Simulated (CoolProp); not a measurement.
Vapour-liquid equilibrium of n-heptane (1) + ethylbenzene (2) at 21.4 kPa; x and y are mole fractions of (1).

Values from CoolProp's multi-fluid Helmholtz-energy mixture model, Span 2003 and Zhou 2012; pair parameters Bell 2016.

Give the bubble temperature and the first vapour's composition at x = 0.5, 0.575, 0.725. Is there an azeotrope?

x = 0.5: 62.6 °C, y = 0.784; x = 0.575: 60.8 °C, y = 0.825; x = 0.725: 57.8 °C, y = 0.893. No azeotrope shows between x = 0.05 and 0.95.

Pair parameters are fitted to limited data, so mixtures are less certain than the pure fluids.
